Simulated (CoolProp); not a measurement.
Vapour-liquid equilibrium of R134a (1) + R123 (2) at 271.2 K; x and y are mole fractions of (1).

Values from CoolProp's multi-fluid Helmholtz-energy mixture model, Tillner-Roth 1994 and Younglove 1994; pair parameters Bell 2016.

```
x     bubble pressure (MPa)  y at the bubble point  dew pressure at overall composition x (MPa)  liquid density (mol/L)
----  ---------------------  ---------------------  -------------------------------------------  ----------------------
0.05                0.04654                  0.384                                      0.03130                   10.12
0.15                0.07851                  0.666                                      0.03471                   10.35
0.25                 0.1080                      ?                                      0.03894                   10.59
0.35                      ?                  0.841                                      0.04433                   10.83
0.45                 0.1585                  0.881                                      0.05143                   11.09
0.55                 0.1803                  0.909                                      0.06122                       ?
0.65                 0.2005                  0.931                                      0.07554                   11.63
0.75                      ?                  0.951                                      0.09833                   11.93
0.85                 0.2401                  0.970                                       0.1392                       ?
0.95                 0.2613                  0.989                                       0.2192                   12.58
```

**Question.** Fill in the missing entries.

**Answer.** 
- 0.25, y at the bubble point: 0.780
- 0.35, bubble pressure (MPa): 0.1346
- 0.55, liquid density (mol/L): 11.35
- 0.75, bubble pressure (MPa): 0.2201
- 0.85, liquid density (mol/L): 12.24

No azeotrope shows between x = 0.05 and 0.95.

The pair parameters rest on a limited set of measurements; away from them the model extrapolates.
